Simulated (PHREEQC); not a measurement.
## Copper plating or etch bath

A solution holds 0.023 mol/kgw CuCl2, 0.0031 mol/kgw H2SO4 and 0.0041 mol/kgw H3BO3, at 30 °C. It is in equilibrium with CO2 at log p = 0 (atm). Otherwise closed; pH follows from the charge balance.

Computed with PHREEQC (ion-association model, phreeqc.dat).

```
Property                       Value
--------------------  --------------
pH                              2.31
ionic strength        0.0700 mol/kgw
specific conductance      7210 µS/cm
density                  0.999 g/cm³
total alkalinity        -6.20 meq/kg
```

| species | molality | activity | log γ |
|---|---|---|---|
| Cl- | 0.0446 | 0.0352 | -0.102 |
| CO2 | 0.0293 | 0.0297 | 0.007 |
| Cu+2 | 0.0204 | 0.00897 | -0.358 |
| H+ | 0.00580 | 0.00487 | -0.076 |
| H3BO3 | 0.00410 | 0.00417 | 0.007 |
| SO4-2 | 0.00151 | 0.000628 | -0.382 |
| CuCl+ | 0.00136 | 0.00108 | -0.101 |
| CuSO4 | 0.00117 | 0.00119 | 0.007 |
| HSO4- | 0.000415 | 0.000332 | -0.097 |
| CuCl2 | 2.13e-5 | 2.16e-5 | 0.007 |
| (CO2)2 | 1.87e-5 | 1.90e-5 | 0.007 |
| CuHCO3+ | 1.61e-5 | 1.29e-5 | -0.097 |
| HCO3- | 3.54e-6 | 2.86e-6 | -0.093 |
| CuOH+ | 2.32e-8 | 1.84e-8 | -0.101 |
| CuCl3- | 3.72e-9 | 2.95e-9 | -0.101 |

Precipitation was switched off in this run.
